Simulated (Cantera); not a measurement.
A closed system holds: 1 mol Si, 0.028 mol O2, 33 mol H2, held at 0.550 bar.

Equilibrium computed with Cantera from the NASA thermochemical tables; the gas is ideal and each condensed phase is pure. Candidate condensed phases: H2O, Si, SiO2; 18 gas species. Mutual solubility and eutectic melting of coexisting phases are not modelled. The tables hold silica as quartz up to 1696 K and as liquid above; real silica turns to tridymite and cristobalite and melts near 1996 K. Gases not in the tables: Si2H6 and higher silanes. Equilibrium is a limit: real reactors are often held back by kinetics, nucleation or transport.

x: gas mole fraction; n: condensed amount in mol.

```
T (K)   x H2     x SiO       x H    x SiH2      x Si  n Si(s)  n SiO2(β-quartz)  n Si(l)
-----  -----  --------  --------  --------  --------  -------  ----------------  -------
925     1.00  3.19e-11  3.51e-10  8.89e-12    <1e-12    0.972            0.0280        0
1025    1.00       ___       ___       ___    <1e-12    0.972            0.0280        0
1125    1.00       ___       ___       ___    <1e-12    0.972            0.0280        0
1225   1.000   1.97e-6   4.20e-7   1.95e-8  6.29e-12    0.972            0.0280        0
1325   1.000   2.52e-5   2.21e-6   1.17e-7  1.71e-10    0.972            0.0276        0
1425   1.000  0.000223   9.20e-6   5.42e-7   2.93e-9    0.968            0.0243        0
1525   0.998   0.00147   3.19e-5   2.05e-6   3.43e-8    0.948           0.00358        0
1625   0.998   0.00169   9.50e-5   6.60e-6   2.96e-7    0.944                 0        0
1725   0.998   0.00169  0.000250   1.72e-5   1.85e-6        0                 0    0.943
1825   0.998   0.00169  0.000593   3.55e-5   8.27e-6        0                 0    0.942
1925   0.997   0.00169   0.00129   6.79e-5   3.16e-5        0                 0    0.940
```

Some entries are withheld; supply them.


- 1025, x SiO: 2.62e-9
- 1025, x H: 5.87e-9
- 1025, x SiH2: 1.90e-10
- 1125, x SiO: 9.71e-8
- 1125, x H: 5.99e-8
- 1125, x SiH2: 2.37e-9
